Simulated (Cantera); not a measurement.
A Cantera script and its output.

```python
import numpy as np
import cantera as ct

gas = ct.Solution("gri30.yaml", transport_model="mixture-averaged")
show = ['H2', 'OH', 'O']

rows = []
print(f"{'T/K':>7s}{'rho':>11s}{'cp':>10s}{'mu':>11s}{'lambda':>11s}{'Pr':>7s}" + "".join(f"{'D_' + s:>11s}" for s in show))
for T in [400, 650, 900, 1150, 1400, 1650, 1900, 2150, 2400]:
    gas.TPX = T, 370000, {'N2': 1, 'NO': 0.81}
    Pr = gas.cp_mass * gas.viscosity / gas.thermal_conductivity
    D = [gas.mix_diff_coeffs_mole[gas.species_index(s)] for s in show]
    rows.append([gas.density, gas.cp_mass, gas.viscosity, gas.thermal_conductivity, Pr, *D])
    print(f"{T:7g}{gas.density:11.4e}{gas.cp_mass:10.1f}{gas.viscosity:11.4e}"
          f"{gas.thermal_conductivity:11.4e}{Pr:7.3f}" + "".join(f"{d:11.4e}" for d in D))
print("SI units: kg/m3, J/kg/K, Pa s, W/m/K, m2/s")
```

It prints:

```
    T/K        rho        cp         mu     lambda     Pr       D_H2       D_OH        D_O
    400 3.2158e+00    1024.3 2.2696e-05 3.2616e-02  0.713 3.4709e-05 1.4254e-05 1.4534e-05
    650 1.9789e+00    1070.2 3.1719e-05 4.8202e-02  0.704 7.8252e-05 3.2464e-05 3.3102e-05
    900 1.4292e+00    1131.6 3.9350e-05 6.2963e-02  0.707 1.3440e-04 5.5951e-05 5.7049e-05
   1150 1.1185e+00    1175.8 4.6179e-05 7.6796e-02  0.707 2.0178e-04 8.4126e-05 8.5778e-05
   1400 9.1880e-01    1207.6 5.2467e-05 8.9759e-02  0.706 2.7949e-04 1.1661e-04 1.1889e-04
   1650 7.7958e-01    1232.1 5.8354e-05 1.0194e-01  0.705 3.6685e-04 1.5311e-04 1.5611e-04
   1900 6.7701e-01    1250.5 6.3927e-05 1.1340e-01  0.705 4.6332e-04 1.9341e-04 1.9721e-04
   2150 5.9829e-01    1264.2 6.9242e-05 1.2424e-01  0.705 5.6847e-04 2.3734e-04 2.4200e-04
   2400 5.3596e-01    1274.3 7.4341e-05 1.3449e-01  0.704 6.8193e-04 2.8473e-04 2.9032e-04
SI units: kg/m3, J/kg/K, Pa s, W/m/K, m2/s
```

Model: GRI-Mech 3.0 (53 species, 325 reactions), integrated in Cantera. The composition is frozen, though it would react at the higher temperatures.
